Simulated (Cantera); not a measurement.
Feed: 1 mol MgSO4, 1.5 mol H2, 0.093 mol H2O, at 0.0133 bar.

Cantera equilibrium calculation (NASA polynomials, part measured and part estimated; ideal gas, pure solids and liquids). Candidate condensed phases: H2O, H2SO4, Mg, MgO, Mg(OH)2, MgS, MgSO4, S; 26 gas species. Gases not in the tables: S3 to S7. Rates play no part.

### Question
Which condensed phases are stable at each of these points (T (K)): 675, 775, 875, 975, 1075, 1175, 1275, 1375, 1475, 1575, 1675, 1775, 1875?

### Answer
```tsv
T (K)	condensed phases	Mg condensed (%)
675	MgO(s) + MgSO4(s)	100.0
775	MgO(s)	100.0
875	MgO(s)	100.0
975	MgO(s)	100.0
1075	MgO(s)	100.0
1175	MgO(s)	100.0
1275	MgO(s)	100.0
1375	MgO(s)	100.0
1475	MgO(s)	100.0
1575	MgO(s)	100.0
1675	MgO(s)	100.0
1775	MgO(s)	100.0
1875	MgO(s)	100.0
```

At 675 K the condensed part is MgO(s) + MgSO4(s). From 775 K to 1875 K the condensed part is MgO(s).
